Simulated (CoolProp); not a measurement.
Carbon dioxide along the isobar 102 bar: Z from the reference equation and from simpler models built on Tc = 304.1 K, pc = 73.77 bar, ω = 0.224; each cubic takes its own stable root.

Computed with CoolProp (reference Helmholtz-energy equation of state, Span 1996).

```json
[
 {"T (K)": "274.4", "phase": "liquid", "reference": "0.2031", "van der Waals": "0.3094", "Peng-Robinson": "[?]"},
 {"T (K)": "304.8", "phase": "supercritical", "reference": "0.2333", "van der Waals": "0.3319", "Peng-Robinson": "[?]"},
 {"T (K)": "335.3", "phase": "supercritical", "reference": "0.5553", "van der Waals": "0.4926", "Peng-Robinson": "0.5512"},
 {"T (K)": "365.8", "phase": "supercritical", "reference": "0.7222", "van der Waals": "0.6720", "Peng-Robinson": "0.7126"},
 {"T (K)": "396.3", "phase": "supercritical", "reference": "0.8080", "van der Waals": "0.7592", "Peng-Robinson": "0.7997"},
 {"T (K)": "426.8", "phase": "supercritical", "reference": "[?]", "van der Waals": "0.8145", "Peng-Robinson": "[?]"},
 {"T (K)": "457.3", "phase": "supercritical", "reference": "0.8995", "van der Waals": "0.8533", "Peng-Robinson": "0.8957"},
 {"T (K)": "487.7", "phase": "supercritical", "reference": "0.9264", "van der Waals": "0.8820", "Peng-Robinson": "[?]"},
 {"T (K)": "518.2", "phase": "supercritical", "reference": "0.9466", "van der Waals": "0.9041", "Peng-Robinson": "[?]"},
 {"T (K)": "548.7", "phase": "supercritical", "reference": "0.9619", "van der Waals": "[?]", "Peng-Robinson": "0.9627"},
 {"T (K)": "579.2", "phase": "supercritical", "reference": "0.9739", "van der Waals": "0.9355", "Peng-Robinson": "0.9755"},
 {"T (K)": "609.7", "phase": "supercritical", "reference": "0.9834", "van der Waals": "0.9469", "Peng-Robinson": "0.9856"}
]
```

Q: Fill in the missing entries.

A: 
- 274.4, Peng-Robinson: 0.2009
- 304.8, Peng-Robinson: 0.2505
- 426.8, reference: 0.8622
- 426.8, Peng-Robinson: 0.8562
- 487.7, Peng-Robinson: 0.9245
- 518.2, Peng-Robinson: 0.9461
- 548.7, van der Waals: 0.9216
